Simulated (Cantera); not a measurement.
An isothermal, constant-pressure homogeneous reactor starts with 0.537 % H2, 99.5 % O2, equivalence ratio 0.0027, at 1175 K and 3.83 Torr.

Model: GRI-Mech 3.0 (53 species, 325 reactions), integrated in Cantera. Radical loss at walls, strong at low pressure, is not modelled.

One state of this run: x H2 = 1.28e-5; x O2 = 0.990; x H2O2 = 4.01e-9; x O = 0.00471; x H2O = 0.00509. x: mole fraction; the columns are a selection and need not sum to one.

Question: Which value of t (s) does it belong to?
A. 0.00175
B. 0.000452
C. 6.00
D. 0.103

Answer: D, 0.103
